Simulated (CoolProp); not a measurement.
Vapour-liquid equilibrium of R134a (1) + R245fa (2) at 0.0121 MPa; x and y are mole fractions of (1).

Values from CoolProp's multi-fluid Helmholtz-energy mixture model, Tillner-Roth 1994 and Akasaka 2015; pair parameters Akasaka 2014.

```
x      bubble temperature (°C)  y at the bubble point  dew temperature at overall composition x (°C)  liquid density (mol/L)
-----  -----------------------  ---------------------  ---------------------------------------------  ----------------------
0.05                     -33.5                  0.298                                          -29.2                   11.21
0.125                    -39.3                  0.554                                          -30.4                   11.49
0.2                      -43.7                  0.698                                          -31.7                   11.76
0.275                    -47.3                  0.787                                          -33.0                   12.02
0.35                     -50.2                  0.845                                          -34.5                   12.27
0.425                    -52.7                  0.886                                          -36.1                   12.52
0.5                      -54.8                  0.915                                          -37.9                   12.76
0.575                    -56.6                  0.938                                          -39.9                   13.01
0.65                     -58.3                  0.955                                          -42.1                   13.27
0.725                    -59.7                  0.968                                          -44.7                   13.52
0.8                      -61.1                  0.979                                          -47.9                   13.79
0.875                    -62.3                  0.988                                          -52.0                   14.07
0.95                     -63.4                  0.996                                          -57.8                   14.36
```

No azeotrope shows between x = 0.05 and 0.95.

Pair parameters are fitted to limited data, so mixtures are less certain than the pure fluids.
